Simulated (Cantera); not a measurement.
What does this Cantera script print?

```python
import numpy as np
import cantera as ct

gas_names = """
    C2H2,acetylene NaOH H
""".split()
cond_names = """
    Na(cr) Na(L) Na2CO3(I) Na2CO3(II) Na2CO3(L)
""".split()


# ... load() reads the species with a 1 bar reference pressure and builds the phases ...
species = {s.name: s for s in load("nasa_gas.yaml", gas_names) + load("nasa_condensed.yaml", cond_names)}
# Each term lists the table entries of one substance; the one whose range holds T is used.
reactions = {
    'C2H2(g) + 6 NaOH(g) = 2 Na + 2 Na2CO3 + 8 H(g)':
        [(-1, ['C2H2,acetylene']), (-6, ['NaOH']), (2, ['Na(cr)', 'Na(L)']), (2, ['Na2CO3(I)', 'Na2CO3(II)', 'Na2CO3(L)']), (8, ['H'])],
}


def pick(names, T):
    return next(species[n] for n in names if species[n].thermo.min_temp <= T <= species[n].thermo.max_temp)


results = []
for label, terms in reactions.items():
    print(label)
    print("     T/K   dH/kJ  dS/(J/K)   dG/kJ   log10 K")
    for T in [300, 450, 475, 500, 525, 550, 575, 600]:
        used = [(nu, pick(names, T)) for nu, names in terms]
        dH = sum(nu * s.thermo.h(T) for nu, s in used) / 1e6
        dS = sum(nu * s.thermo.s(T) for nu, s in used) / 1e3
        dG = dH - T * dS / 1e3
        logK = -dG * 1e6 / (ct.gas_constant * T * np.log(10))
        results.append((label, T, dH, dS, dG, logK, [s.name for _, s in used]))
        print(f"{T:8g} {dH:8.1f} {dS:8.1f} {dG:8.1f} {logK:8.2f}")
```

Output:

```
C2H2(g) + 6 NaOH(g) = 2 Na + 2 Na2CO3 + 8 H(g)
     T/K   dH/kJ  dS/(J/K)   dG/kJ   log10 K
     300    440.9   -273.1    522.9   -91.04
     450    464.4   -210.0    558.9   -64.88
     475    467.8   -202.6    564.1   -62.03
     500    471.4   -195.3    569.0   -59.45
     525    475.1   -188.0    573.8   -57.09
     550    479.1   -180.7    578.4   -54.94
     575    483.2   -173.3    582.9   -52.95
     600    487.6   -165.9    587.1   -51.11
```

Standard-state values (1 bar) from the NASA 1993 polynomials, evaluated with Cantera. Condensed species are held in their standard states even where they would react or evaporate.
